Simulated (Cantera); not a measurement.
A closed system holds: 1 mol SiH2Cl2, 0.0062 mol C3H8, 72 mol H2, equilibrated at 1500 °C and 1330 Pa.

These are equilibrium values from Cantera (NASA tables, ideal gas, pure condensed phases), not measurements of a reactor. Candidate condensed phases: C, C6H6, C7H8, C8H18, Si, SiC; 109 gas species. Mutual solubility and eutectic melting of coexisting phases are not modelled. The tables' values for SiCl are old estimates; treat these amounts as uncertain. Gases not in the tables: Si2H6 and higher silanes. Equilibrium is a limit: real reactors are often held back by kinetics, nucleation or transport.

Base state: H2 0.972, HCl 0.0233, H 0.00243, SiCl2 0.00179, Si 0.000160, Cl 4.47e-5, SiCl 4.44e-5, SiH2 2.40e-5 (mole fractions); condensed: Si(l) + SiC(s).

Question: What changes in the equilibrium state with this change: SiH2Cl2 replaced by CH3SiCl3?

Answer: 
```tsv
species	before	after
H2	0.972	0.958
HCl	0.0233	0.0396
H	0.00243	0.00241
SiCl2	0.00179	0.000112
C2H2 (acetylene)	6.14e-8	0.000134
SiH2	2.40e-5	5.02e-7
Si(l), mol	0.829	0
SiC(s), mol	0.0185	0.991
C(graphite), mol	0	0.00652
```
The feed counts by its element totals alone.

Question: What changes in the equilibrium state with this change: temperature from 1500 °C to 2052 °C?

Answer: 
```tsv
species	before	after
H2	0.972	0.873
H	0.00243	0.0890
HCl	0.0233	0.0232
Si	0.000160	0.0116
SiC2	<1e-9	2.03e-5
C2H2 (acetylene)	6.14e-8	4.99e-5
Si2C	1.47e-6	9.48e-5
Cl	4.47e-5	0.00170
Si2	8.89e-7	3.10e-5
Si(l), mol	0.829	0
SiC(s), mol	0.0185	0
```

Question: What changes in the equilibrium state with this change: SiH2Cl2 replaced by CH3SiH3?

Answer: 
| species | before | after |
|---|---|---|
| H2 | 0.972 | 0.997 |
| H | 0.00243 | 0.00246 |
| C2H2 (acetylene) | 6.14e-8 | 0.000121 |
| HCl | 0.0233 | 0 |
| SiCl2 | 0.00179 | 0 |
| Si | 0.000160 | 3.65e-6 |
| Cl | 4.47e-5 | 0 |
| SiCl | 4.44e-5 | 0 |
| Si(l), mol | 0.829 | 0 |
| SiC(s), mol | 0.0185 | 1.000 |
The feed counts by its element totals alone.
